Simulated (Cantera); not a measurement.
Charge: 1 mol CsOH, 1.5 mol H2, 4.3 mol O2, held at 1223 K and 75.0 Torr.

Cantera equilibrium calculation (NASA polynomials, part measured and part estimated; ideal gas, pure solids and liquids). Candidate condensed phases: Cs, CsOH, H2O; 15 gas species. The numbers say what is thermodynamically allowed, not how fast it happens.

Base state: O2 0.587, H2O 0.248, CsOH 0.165, Cs2(OH)2 0.000347, OH 1.47e-5 (mole fractions); condensed: gas only.

**Question.** What changes in the equilibrium state with this change: H2 from 1.5 to 0.6 mol?

**Answer.** 
```
species     before     after
--------  --------  --------
O2           0.587     0.715
CsOH         0.165     0.178
H2O          0.248     0.107
OH         1.47e-5   1.02e-5
Cs2(OH)2  0.000347  0.000405
```
